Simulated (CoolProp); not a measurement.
Sulfur dioxide along the isotherm 472.1 K: fugacity coefficient from the reference equation and from simpler models built on Tc = 430.6 K, pc = 78.87 bar, ω = 0.256; each cubic takes its own stable root.

The numbers come from the reference Helmholtz-energy equation of state, Gao 2016 in CoolProp.

```csv
p (bar),phase,reference,van der Waals,Redlich-Kwong,Soave-Redlich-Kwong,Peng-Robinson
24.6,gas,0.9230,0.9266,0.9202,…,…
49.3,gas,0.8481,0.8536,…,0.8508,0.8332
73.9,gas,0.7755,…,…,0.7801,0.7569
98.6,supercritical,0.7043,0.7046,0.6944,0.7115,0.6845
123,supercritical,0.6356,0.6278,0.6237,…,0.6178
148,supercritical,0.5714,0.5655,0.5617,0.5880,0.5586
173,supercritical,…,0.5200,0.5137,0.5410,0.5113
197,supercritical,0.4807,0.4873,0.4782,0.5055,0.4753
```

Question: Complete the blanks.

Answer: 
- 24.6, Soave-Redlich-Kwong: 0.9241
- 24.6, Peng-Robinson: 0.9143
- 49.3, Redlich-Kwong: 0.8429
- 73.9, van der Waals: 0.7806
- 73.9, Redlich-Kwong: 0.7681
- 123, Soave-Redlich-Kwong: 0.6466
- 173, reference: 0.5196
